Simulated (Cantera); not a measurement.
# Low-pressure radical oxidation in H2/O2

A perfectly stirred reactor is fed with 0.685 % H2, 99.3 % O2, at 0.0263 atm; it is held at 1375 K, and followed from long to short residence time.

Cantera simulation using GRI-Mech 3.0 (53 species, 325 reactions); the numbers are that mechanism's predictions, not measurements. Radical loss at walls, strong at low pressure, is not modelled.

| τ (s) | x H2 | x O2 | x H2O2 | x H2O | x O | x OH |
|---|---|---|---|---|---|---|
| 0.76 | 1.66e-5 | 0.991 | 8.84e-9 | 0.00661 | 0.00161 | 0.000462 |
| 0.37 | 2.50e-5 | 0.991 | 1.05e-8 | 0.00655 | 0.00231 | 0.000557 |
| 0.18 | 3.83e-5 | 0.990 | 1.22e-8 | 0.00647 | 0.00314 | 0.000655 |
| 0.090 | 5.91e-5 | 0.989 | 1.37e-8 | 0.00639 | 0.00395 | 0.000748 |
| 0.044 | 9.68e-5 | 0.988 | 1.54e-8 | 0.00629 | 0.00465 | 0.000842 |
| 0.022 | 0.000164 | 0.988 | 1.74e-8 | 0.00616 | 0.00508 | 0.000939 |
| 0.011 | 0.000289 | 0.987 | 2.02e-8 | 0.00596 | 0.00525 | 0.00106 |
| 0.0052 | 0.000546 | 0.987 | 2.46e-8 | 0.00561 | 0.00512 | 0.00122 |
| 0.0026 | 0.000989 | 0.988 | 2.96e-8 | 0.00507 | 0.00471 | 0.00138 |
x: mole fraction; the columns are a selection and need not sum to one.
